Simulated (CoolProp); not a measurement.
The fluid at 412.93 K and 0.136 MPa is compressed adiabatically to 0.938 MPa with isentropic efficiency 0.75. The same conditions are run with several fluids, on thermodynamics alone (safety and materials aside).

Model: reference Helmholtz-energy equation of state of each fluid (propylene: Lemmon 2013; nitrogen: Span 2000; R115: Lemmon 2016), in CoolProp.

| fluid | work (kJ/kg) | final temperature (K) | final density (kg/m³) |
|---|---|---|---|
| propylene | ? | ? | ? |
| nitrogen | ? | ? | 3.93 |
| R115 | 59.7 | ? | 37.2 |

Task: What belongs in the gaps?

Result: 
- propylene, work (kJ/kg): 228
- propylene, final temperature (K): 521.9
- propylene, final density (kg/m³): 9.29
- nitrogen, work (kJ/kg): 420
- nitrogen, final temperature (K): 801.4
- R115, final temperature (K): 483.8
